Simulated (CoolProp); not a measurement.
Aqueous ethylene glycol as a coolant, 58 % by mass, freezing at -47.9 °C, 1 atm.

Computed with CoolProp (Melinder's fits for secondary coolants).

| T (°C) | conductivity (W/(m K)) | viscosity (mPa s) | cp (kJ/(kg K)) | Prandtl number |
|---|---|---|---|---|
| -13.2 | 0.346 | 20.4 | 2.927 | 172 |
| -7.5 | 0.349 | 14.9 | 2.965 | 126 |
| -1.8 | 0.352 | 11.1 | 3.003 | 95.0 |
| 3.9 | 0.355 | 8.55 | 3.041 | 73.3 |
| 9.6 | 0.358 | 6.73 | 3.077 | 57.9 |
| 15.3 | 0.360 | 5.42 | 3.113 | 46.8 |
| 21 | 0.363 | 4.44 | 3.148 | 38.5 |
| 26.7 | 0.366 | 3.71 | 3.183 | 32.3 |
| 32.4 | 0.369 | 3.15 | 3.216 | 27.5 |
| 38.1 | 0.372 | 2.71 | 3.248 | 23.7 |
